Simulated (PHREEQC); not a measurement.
Dissolve 0.8 mmol/kgw NH4HF2, 1.95 mmol/kgw (NH4)2SiF6, 0.235 mmol/kgw H3PO4 and 7.5 mmol/kgw HCl at 25 °C and 10 atm. Closed to the air; pH follows from the charge balance.

Computed with PHREEQC (ion-association model, phreeqc.dat).

Precipitation was switched off in this run.

Order these F species by the share of F that they hold, largest first: HF, F-, SiF6-2.

SiF6-2 (74 %), HF (23 %), F- (2.9 %)

The pH is 2.22 and the ionic strength 0.0129 mol/kgw. The solution is supersaturated, for example in Quartz (slow to form), so a real one may precipitate; this is no full list. SiF6-2 is the database's only silicon fluoride.
